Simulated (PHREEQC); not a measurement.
A made-up water analysis in mg/L, 20 °C, pH 7.12, pe 2.3:

```json
[
 {"constituent": "Na", "mg/L": "528"},
 {"constituent": "K", "mg/L": "38.4"},
 {"constituent": "Ca", "mg/L": "334"},
 {"constituent": "Mg", "mg/L": "44.4"},
 {"constituent": "Cl", "mg/L": "554"},
 {"constituent": "S(6) as SO4", "mg/L": "195"},
 {"constituent": "Alkalinity as HCO3", "mg/L": "794"},
 {"constituent": "Br", "mg/L": "0.336"},
 {"constituent": "Mn(2)", "mg/L": "2.44"},
 {"constituent": "Fe(2)", "mg/L": "20.5"}
]
```

Cl is adjusted to close the charge balance.
Valence states are taken as typed.

The numbers come from PHREEQC with the ion-association model, phreeqc.dat.

Q: The ionic strength comes out as 0.0539 mol/kgw. What activity coefficients do CaHCO3+, K+, Br-, Cl-, CO3-2 get?

A: CaHCO3+ 0.83, K+ 0.81, Br- 0.80, Cl- 0.81, CO3-2 0.46.

No solid was allowed to form. Saturation is exceeded, for instance for Siderite, Rhodochrosite; the values hold only as long as no solid forms.
